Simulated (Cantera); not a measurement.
Mixture: CH4 : O2 : N2 = 1 : 1.43 : 3.71 (molar parts), at 0.345 atm, adiabatic and at constant pressure. Ignition delay is the time to a rise of 400 K.

Model: GRI-Mech 3.0 (53 species, 325 reactions), integrated in Cantera.

**Question.** What does this change do: pressure from 0.345 atm to 1.00 atm?

**Answer.** 
```tsv
quantity	before	after
delay at 1125 K	0.306 s	0.122 s
delay at 1175 K	0.138 s	57.3 ms
delay at 1225 K	65.3 ms	28.0 ms
delay at 1275 K	32.2 ms	14.2 ms
delay at 1325 K	16.5 ms	7.41 ms
delay at 1375 K	8.83 ms	4.01 ms
apparent activation energy between 1275 and 1375 K	190 kJ/mol	180 kJ/mol
```

**Question.** What does this change do: 0.017 parts H2 added?

**Answer.** 
```json
[
 {"quantity": "delay at 1125 K", "before": "0.306 s", "after": "0.236 s"},
 {"quantity": "delay at 1175 K", "before": "0.138 s", "after": "0.111 s"},
 {"quantity": "delay at 1225 K", "before": "65.3 ms", "after": "53.8 ms"},
 {"quantity": "delay at 1275 K", "before": "32.2 ms", "after": "27.1 ms"},
 {"quantity": "delay at 1325 K", "before": "16.5 ms", "after": "14.2 ms"},
 {"quantity": "delay at 1375 K", "before": "8.83 ms", "after": "7.75 ms"},
 {"quantity": "apparent activation energy between 1275 and 1375 K", "before": "190 kJ/mol", "after": "180 kJ/mol"}
]
```
